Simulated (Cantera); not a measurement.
Feed: 1 mol Si3N4, 0.062 mol CO2, 5 mol H2, equilibrated at 1173.15 K and 0.630 bar.

These are equilibrium values from Cantera (NASA tables, ideal gas, pure condensed phases), not measurements of a reactor. Mutual solubility and eutectic melting of coexisting phases are not modelled. Kinetics and transport are ignored.

```json
[
 {"species": "H2", "before": "0.980", "after": "0.697"},
 {"species": "N2", "before": "0.00829", "after": "0.279"},
 {"species": "SiO", "before": "<1e-9", "after": "0.0105"},
 {"species": "CH4", "before": "0.0118", "after": "8.25e-6"},
 {"species": "CO", "before": "1.60e-8", "after": "0.00687"},
 {"species": "Si", "before": "<1e-9", "after": "0.000356"},
 {"species": "SiH2", "before": "<1e-9", "after": "0.000163"},
 {"species": "SiH", "before": "<1e-9", "after": "0.000115"},
 {"species": "Si2N", "before": "<1e-9", "after": "3.21e-5"},
 {"species": "H", "before": "1.47e-7", "after": "0.00444"},
 {"species": "C(graphite), mol", "before": "0.00339", "after": "0"},
 {"species": "Si2N2O(s), mol", "before": "0.124", "after": "0"},
 {"species": "Si3N4(s), mol", "before": "0.917", "after": "0"},
 {"species": "Si(l), mol", "before": "0", "after": "2.91"},
 {"species": "SiC(s), mol", "before": "0", "after": "0.00462"}
]
```
Gas species are given as mole fractions.

Which change was made?
A. pressure from 0.630 bar to 0.000370 bar
B. temperature from 1173.15 K to 2150 K
C. CO2 from 0.062 to 4.9 mol
D. pressure from 0.630 bar to 0.100 bar

B, temperature from 1173.15 K to 2150 K. The tables' values for SiN are old estimates; treat these amounts as uncertain. Gases not in the tables: Si2H6 and higher silanes
